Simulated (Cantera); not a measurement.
# Ta₂O₅ + H₂ (hydrogen reduction and annealing atmospheres)

A closed system holds: 1 mol Ta₂O₅, 13 mol H₂, equilibrated at 1500 K and 0.100 bar.

Equilibrium computed with Cantera from the NASA thermochemical tables; the gas is ideal and each condensed phase is pure. Candidate condensed phases: H₂O, Ta, Ta₂O₅; 12 gas species. Mutual solubility and eutectic melting of coexisting phases are not modelled. Condensed phases not in the tables: N, O or C dissolved in the metal. Kinetics and transport are ignored.

```json
{
 "x(H₂)": "1.000",
 "x(H₂O)": "9.40e-5",
 "x(H)": "5.57e-5",
 "n(Ta(s))": "0.000489 mol",
 "n(Ta₂O₅(s))": "1.000 mol",
 "gas_amount": "13.00 mol"
}
```
